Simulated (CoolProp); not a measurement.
Model: reference Helmholtz-energy equation of state, Smukala 2000, in CoolProp.

**Question.** For ethylene, give the phase and the cp (kJ/(kg K)), cv (kJ/(kg K)) at 33.55 °C and 119 kPa; 134.65 °C and 1140 kPa; -119.75 °C and 63 kPa.

**Answer.** 
- 33.55 °C and 119 kPa: gas; cp 1.57, cv 1.26
- 134.65 °C and 1140 kPa: gas; cp 1.96, cv 1.63
- -119.75 °C and 63 kPa: liquid; cp 2.40, cv 1.42
